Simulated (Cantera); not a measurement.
Input: 1 mol SiC, 0.27 mol O₂, 200 mol H₂, equilibrated at 1.00 bar.

These are equilibrium values from Cantera (NASA tables, ideal gas, pure condensed phases), not measurements of a reactor. Candidate condensed phases: C, C₆H₆, C₇H₈, C₈H₁₈, H₂O, Si, SiC, SiO₂; 123 gas species. Mutual solubility and eutectic melting of coexisting phases are not modelled. The tables hold silica as quartz up to 1696 K and as liquid above; real silica turns to tridymite and cristobalite and melts near 1996 K. Gases not in the tables: Si₂H₆ and higher silanes. Kinetics and transport are ignored.

Task: What share of the Si ends up in condensed phases as a function of T (°C), at 875, 950, 1025, 1100, 1175, 1250, 1325, 1400, 1475, 1550, 1625?

Result: 
```
T (°C)  Si condensed (%)                       as
------  ----------------  -----------------------
875                100.0  SiC(s) + SiO₂(β-quartz)
950                100.0  SiC(s) + SiO₂(β-quartz)
1025               100.0  SiC(s) + SiO₂(β-quartz)
1100                99.9  SiC(s) + SiO₂(β-quartz)
1175                99.2  SiC(s) + SiO₂(β-quartz)
1250                95.3  SiC(s) + SiO₂(β-quartz)
1325                75.7  SiC(s) + SiO₂(β-quartz)
1400                72.4                   SiC(s)
1475                72.4                   SiC(s)
1550                72.3                   SiC(s)
1625                72.1                   SiC(s)
```
